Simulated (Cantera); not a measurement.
A closed system holds: 1 mol SiO2, 2.7 mol F2, a varied amount of H2, at 600 °C and 5700 Pa.

These are equilibrium values from Cantera (NASA tables, ideal gas, pure condensed phases), not measurements of a reactor. Candidate condensed phases: H2O, Si, SiO2; 38 gas species. Rates play no part.

Which condensed phases are stable at each of these points (n(H2) (mol)): 1.6, 2.4, 3.7, 5.6, 8.5, 13, 20, 30?


```tsv
n(H2) (mol)	condensed phases	Si condensed (%)
1.6	gas only	0.0
2.4	SiO2(β-quartz)	4.5
3.7	SiO2(β-quartz)	9.1
5.6	SiO2(β-quartz)	11.5
8.5	SiO2(β-quartz)	14.4
13	SiO2(β-quartz)	17.5
20	SiO2(β-quartz)	21.0
30	SiO2(β-quartz)	24.5
```

At 1.6 mol H2 nothing is condensed. From 2.4 mol H2 to 30 mol H2 the condensed part is SiO2(β-quartz).
